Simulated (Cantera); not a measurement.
Input (Python, Cantera):

```python
import numpy as np
import cantera as ct

gas = ct.Solution("gri30.yaml")
gas.TPX = 1850, 23000, {'CH4': 1, 'N2': 7.8}
reactor = ct.IdealGasConstPressureReactor(gas, energy="off", clone=False)
net = ct.ReactorNet([reactor])
net.rtol, net.atol = 1e-08, 1e-18
show = ['CH4', 'C2H4', 'HCN', 'H', 'CH2', 'C2H6', 'CH3']
times = np.geomspace(0.0004, 5, 10)

steps = ct.SolutionArray(gas, extra=["t"])
rows = []
print(f"{'t/s':>10s}{'T/K':>9s}{'P/Pa':>11s}" + "".join(f"{s:>11s}" for s in show))
for t in times:
    while net.time < t:
        t_next = net.step()
        steps.append(gas.state, t=t_next)
    rows.append([np.interp(t, steps.t, y) for y in (steps.T, steps.P, *steps(*show).X.T)])
    print(f"{t:10.3e}{rows[-1][0]:9.1f}{rows[-1][1]:11.4g}" + "".join(f"{x:11.3e}" for x in rows[-1][2:]))
rate = np.gradient(steps.T, steps.t)
print("integrator steps:", len(steps.t))
if steps.T.max() > steps.T[0] + 200:
    print(f"time of steepest temperature rise: {steps.t[rate.argmax()]:.4e} s")
gas.TPX = 1850, 23000, {'CH4': 1, 'N2': 7.8}
gas.equilibrate("TP")
print(f"equilibrium (TP): T = {gas.T:.1f} K  " + "  ".join(f"{s} {gas[s].X[0]:.3e}" for s in show))
```

It prints:

```
       t/s      T/K       P/Pa        CH4       C2H4        HCN          H        CH2       C2H6        CH3
 4.000e-04   1850.0    2.3e+04  1.105e-01  5.075e-04  1.184e-09  1.053e-05  1.338e-06  5.057e-05  1.768e-03
 1.141e-03   1850.0    2.3e+04  9.272e-02  5.281e-03  6.728e-08  6.630e-05  4.709e-06  1.941e-04  3.291e-03
 3.255e-03   1850.0    2.3e+04  4.987e-02  2.801e-03  8.944e-07  1.873e-04  3.756e-06  7.120e-05  2.056e-03
 9.283e-03   1850.0    2.3e+04  2.062e-02  3.865e-04  3.071e-06  2.861e-04  2.089e-06  1.332e-05  9.243e-04
 2.648e-02   1850.0    2.3e+04  6.618e-03  6.652e-05  6.916e-06  3.704e-04  9.550e-07  1.667e-06  3.390e-04
 7.553e-02   1850.0    2.3e+04  1.939e-03  3.243e-05  1.167e-05  4.194e-04  3.462e-07  1.632e-07  1.083e-04
 2.154e-01   1850.0    2.3e+04  6.054e-04  2.975e-05  1.665e-05  4.369e-04  1.165e-07  1.694e-08  3.488e-05
 6.145e-01   1850.0    2.3e+04  2.209e-04  2.963e-05  2.205e-05  4.412e-04  4.328e-08  2.566e-09  1.281e-05
 1.753e+00   1850.0    2.3e+04  1.285e-04  2.964e-05  2.962e-05  4.419e-04  2.527e-08  1.090e-09  7.461e-06
 5.000e+00   1850.0    2.3e+04  1.218e-04  2.963e-05  4.834e-05  4.419e-04  2.396e-08  1.014e-09  7.074e-06
integrator steps: 1377
equilibrium (TP): T = 1850.0 K  CH4 6.981e-05  C2H4 9.318e-06  HCN 6.994e-02  H 4.421e-04  CH2 1.373e-08  C2H6 3.283e-10  CH3 4.054e-06
```

Model: GRI-Mech 3.0 (53 species, 325 reactions), integrated in Cantera. GRI-Mech 3.0 stops at C3 and has no aromatics, soot or wall deposition, so with more carbon than oxygen in the feed, carbon stays in small species such as C2H2 where larger ones or solid carbon would form.
